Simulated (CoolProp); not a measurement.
A simple Rankine cycle with R1233zd(E): condensing at 323.15 K, boiler at 1.18 MPa, turbine inlet 384 K, turbine efficiency 0.85, pump efficiency 0.6, no recuperator. Each further row changes one setting.

The numbers come from the reference Helmholtz-energy equation of state, Akasaka 2022 in CoolProp.

```
case                             thermal efficiency (%)  net work (kJ/kg)  heat in (kJ/kg)  turbine exit temperature (K)  volume ratio over the turbine
-------------------------------  ----------------------  ----------------  ---------------  ----------------------------  -----------------------------
as stated                                          10.2              22.1              216                         341.7                           4.27
turbine inlet 404 K                                10.2              24.2              237                         363.1                           4.14
condensing temperature 315.15 K                    11.6              26.1              226                         335.6                           5.43
boiler pressure 0.826 MPa                           7.9              17.7              223                         354.8                           2.85
turbine efficiency 0.75                             9.0              19.3              216                         344.8                           4.32
```
